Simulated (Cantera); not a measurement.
An isothermal, constant-pressure homogeneous reactor starts with C2H6 : H2 = 0.46 : 6.1 (molar parts), at 1398 K and 0.987 atm.

Model: GRI-Mech 3.0 (53 species, 325 reactions), integrated in Cantera. GRI-Mech 3.0 stops at C3 and has no aromatics, soot or wall deposition, so with more carbon than oxygen in the feed, carbon stays in small species such as C2H2 where larger ones or solid carbon would form.

**Question.** Predict: x(C2H6) at 2.00 s; x(H2) at 2.00 s; x(CH3) at 2.00 s; x(CH4) at 2.00 s; x(C2H2) at 2.00 s; x(C2H4) at 2.00 s.

**Answer.** 
| Item | Result |
|---|---|
| x(C2H6) at 2.00 s | 7.81e-5 (gas-phase equilibrium 4.13e-5) |
| x(H2) at 2.00 s | 0.876 (gas-phase equilibrium 0.867) |
| x(CH3) at 2.00 s | 1.44e-5 (gas-phase equilibrium 1.31e-5) |
| x(CH4) at 2.00 s | 0.111 (gas-phase equilibrium 0.128) |
| x(C2H2) at 2.00 s | 0.00759 (gas-phase equilibrium 0.00328) |
| x(C2H4) at 2.00 s | 0.00538 (gas-phase equilibrium 0.00240) |
